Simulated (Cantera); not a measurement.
Source: NASA polynomial tables (part measured, part estimated), evaluated in Cantera. Values are per mole of reaction as written; species without (g) are pure solids or liquids, kept so even where they would boil at 1 bar.

2 V2O3 + H2O2(g) → H2(g) + 4 VO2(g)

```json
[
 {"T (K)": "798", "ΔH° (kJ)": "1609.9", "ΔS° (J/K)": "697.0", "ΔG° (kJ)": "1053.7", "log10 K": "-68.97"},
 {"T (K)": "873", "ΔH° (kJ)": "1604.1", "ΔS° (J/K)": "690.0", "ΔG° (kJ)": "1001.7", "log10 K": "-59.93"},
 {"T (K)": "948", "ΔH° (kJ)": "…", "ΔS° (J/K)": "…", "ΔG° (kJ)": "…", "log10 K": "…"},
 {"T (K)": "1023", "ΔH° (kJ)": "…", "ΔS° (J/K)": "…", "ΔG° (kJ)": "…", "log10 K": "…"},
 {"T (K)": "1098", "ΔH° (kJ)": "…", "ΔS° (J/K)": "…", "ΔG° (kJ)": "…", "log10 K": "…"}
]
```

Q: What belongs in the gaps?

A: 
- 948, ΔH° (kJ): 1598.0
- 948, ΔS° (J/K): 683.4
- 948, ΔG° (kJ): 950.2
- 948, log10 K: -52.35
- 1023, ΔH° (kJ): 1591.7
- 1023, ΔS° (J/K): 677.0
- 1023, ΔG° (kJ): 899.2
- 1023, log10 K: -45.91
- 1098, ΔH° (kJ): 1585.0
- 1098, ΔS° (J/K): 670.7
- 1098, ΔG° (kJ): 848.6
- 1098, log10 K: -40.37
